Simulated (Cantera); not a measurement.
# Premixed flame

A freely propagating, adiabatic, planar premixed flame of 10.2 % CO, 1.84 % H2, 5.00 % CH4, 17.4 % O2, 65.5 % N2, equivalence ratio 0.92, unburnt at 525 K and 10.0 bar; mixture-averaged transport, grid criteria slope 0.08 and curve 0.16, no radiation.

Model: GRI-Mech 3.0 (53 species, 325 reactions), integrated in Cantera. Burning velocities carry a grid error of a few per cent, more on coarse grids.

| z (mm) | T (K) | u (m/s) | x CO | x H2 | x CH4 | x HO2 | x NO2 | x NO |
|---|---|---|---|---|---|---|---|---|
| -0.165 | 525 | 0.605 | 0.102 | 0.0180 | 0.0500 | 6.54e-8 | <1e-8 | <1e-8 |
| -0.110 | 528 | 0.608 | 0.102 | 0.0173 | 0.0499 | 9.95e-7 | <1e-8 | <1e-8 |
| -0.0825 | 537 | 0.617 | 0.102 | 0.0164 | 0.0497 | 4.39e-6 | 2.79e-8 | 1.02e-8 |
| -0.0550 | 589 | 0.678 | 0.102 | 0.0147 | 0.0478 | 3.03e-5 | 2.04e-7 | 8.34e-8 |
| -0.0275 | 934 | 1.07 | 0.0977 | 0.0118 | 0.0351 | 0.000276 | 9.79e-7 | 1.65e-6 |
| -0.0137 | 1345 | 1.54 | 0.0922 | 0.0101 | 0.0195 | 0.000389 | 4.39e-7 | 5.61e-6 |
| 0 | 1776 | 2.02 | 0.0797 | 0.00778 | 0.00402 | 0.000199 | 7.00e-8 | 1.19e-5 |
| 0.0137 | 1999 | 2.25 | 0.0578 | 0.00511 | 0.000171 | 5.72e-5 | 5.15e-8 | 2.03e-5 |
| 0.0275 | 2111 | 2.35 | 0.0415 | 0.00419 | 3.93e-6 | 3.13e-5 | 6.27e-8 | 2.83e-5 |
| 0.0550 | 2230 | 2.46 | 0.0273 | 0.00342 | <1e-8 | 1.60e-5 | 8.10e-8 | 4.19e-5 |
| 0.110 | 2328 | 2.55 | 0.0178 | 0.00234 | <1e-8 | 7.89e-6 | 1.01e-7 | 6.31e-5 |
| 0.220 | 2387 | 2.61 | 0.0118 | 0.00155 | <1e-8 | 4.87e-6 | 1.13e-7 | 9.47e-5 |
| 0.440 | 2413 | 2.63 | 0.00896 | 0.00119 | <1e-8 | 3.96e-6 | 1.43e-7 | 0.000146 |
x: mole fraction of selected species; z is measured from the peak of heat release.

```json
{
  "laminar_burning_velocity": "60.5 cm/s",
  "thermal_thickness": "0.0550 mm",
  "peak x(HO2)": "0.000390",
  "grid_points": "140"
}
```
